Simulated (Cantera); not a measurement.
Input (Python, Cantera) and output of one run.

```python
import numpy as np
import cantera as ct

gas_names = """
    C CH CH2 CH3 CH2OH CH3O CH4 CH3OH CO CO2 COOH C2 C2H CHCO,ketyl C2H2,acetylene C2H2,vinylidene
    CH2CO,ketene C2H3,vinyl CH3CO,acetyl C2H4 C2H4O,ethylen CH3CHO,ethanal CH3COOH (HCOOH)2 C2H5 C2H6
    CH3OCH3 C2H5OH C2O C3 C3H3,propargyl C3H4,allene C3H4,propyne C3H4,cyclo- C3H5,allyl C3H6,propylene
    C3H6,cyclo- C3H6O C3H7,n-propyl C3H7,i-propyl C3H8 C3H8O,1propanol C3H8O,2propanol C3O2 C4 C4H2
    C4H4,1,3-cyclo- C4H6,butadiene C4H6,2-butyne C4H6,cyclo- C4H8,1-butene C4H8,cis2-buten
    C4H8,tr2-butene C4H8,isobutene C4H8,cyclo- (CH3COOH)2 C4H9,n-butyl C4H9,i-butyl C4H9,s-butyl
    C4H9,t-butyl C4H10,isobutane C4H10,n-butane C5 C5H6,1,3cyclo- C5H8,cyclo- C5H10,1-pentene
    C5H10,cyclo- C5H11,pentyl C5H11,t-pentyl C5H12,n-pentane C5H12,i-pentane CH3C(CH3)2CH3 C6H2
    C6H5,phenyl C6H5O,phenoxy C6H6 C6H5OH,phenol C6H10,cyclo- C6H12,1-hexene C6H12,cyclo- C6H13,n-hexyl
    C7H7,benzyl C7H8 C7H8O,cresol C7H14,1-heptene C7H15,n-heptyl C7H16,n-heptane C8H8,styrene
    C8H10,ethylbenz C8H16,1-octene C8H17,n-octyl C8H18,isooctane C8H18,n-octane C9H19,n-nonyl
    C10H8,naphthale C10H21,n-decyl C12H9,o-bipheny C12H10,bipheny H HCO HO2 H2 HCHO,formaldehy HCOOH H2O
    H2O2 O OH O2 O3
""".split()
cond_names = """
    C(gr) C6H6(L) C7H8(L) C8H18(L),n-octa H2O(s) H2O(L)
""".split()


def load(file, names, dense=False):
    # The tables refer to 1 bar. Condensed volumes are neglected.
    table = {s.name: s for s in ct.Species.list_from_file(file)}
    out = []
    for n in names:
        d = dict(table[n].input_data)
        d["thermo"] = dict(d["thermo"], **{"reference-pressure": 1e5})
        if dense:
            d["equation-of-state"] = {"model": "constant-volume", "density": "1e6 g/cm^3"}
        out.append(ct.Species.from_dict(d))
    return out


gas = ct.Solution(thermo="ideal-gas", species=load("nasa_gas.yaml", gas_names))
cond = {s.name: ct.Solution(thermo="fixed-stoichiometry", species=[s], name=s.name)
        for s in load("nasa_condensed.yaml", cond_names, dense=True)}
atoms = {
    'n-butane': {'C': 4, 'H': 10},
    'O2': {'O': 2},
    'H2': {'H': 2},
    'H2O': {'H': 2, 'O': 1},
}
top_T = {'C(gr)': 4500}  # K; cautious upper limits of use, not melting points


def equilibrate(T, P, feed):
    n = {}
    for name, mol in feed.items():
        for a, k in atoms[name].items():
            n[a] = n.get(a, 0.0) + k * mol
    gas.TPX = T, P, n
    mass = sum(n.values()) * gas.mean_molecular_weight
    gas.equilibrate("TP")
    valid = [c for c in cond.values() if c.min_temp <= T <= top_T.get(c.name, c.max_temp)]
    mix = ct.Mixture([(gas, mass / gas.mean_molecular_weight)] + [(c, 0.0) for c in valid])
    mix.T, mix.P = T, P
    mix.equilibrate("TP", solver="vcs", rtol=1e-11, max_steps=5000)
    return mix


results = []
feed = {'n-butane': 1, 'O2': 0.0096, 'H2': 4.6, 'H2O': 0.032}  # mol
T = 1448.15  # K
P = 440  # Pa
mix = equilibrate(T, P, feed)
results.append((T, P, feed, dict(zip(mix.species_names, mix.species_moles))))
x = sorted(zip(gas.X, gas.species_names), reverse=True)
print(f"T = {T:g} K  P = {P:g} Pa  gas = {mix.phase_moles(0):.4g} mol")
print("   x: " + "  ".join(f"{s} {v:.3e}" for v, s in x if v > 1e-05))
print("   condensed (mol): " + ("  ".join(f"{mix.phase(i).name} {mix.phase_moles(i):.4g}"
      for i in range(1, mix.n_phases) if mix.phase_moles(i) > 1e-12) or "none"))
```

Result:

```
T = 1448.15 K  P = 440 Pa  gas = 9.684 mol
   x: H2 9.946e-01  CO 5.287e-03  H 1.388e-04  CH4 1.451e-05
   condensed (mol): C(gr) 3.949
```

Method: chemical equilibrium by Gibbs-energy minimisation in Cantera with the NASA 1993 tables (ideal gas, pure condensed phases).
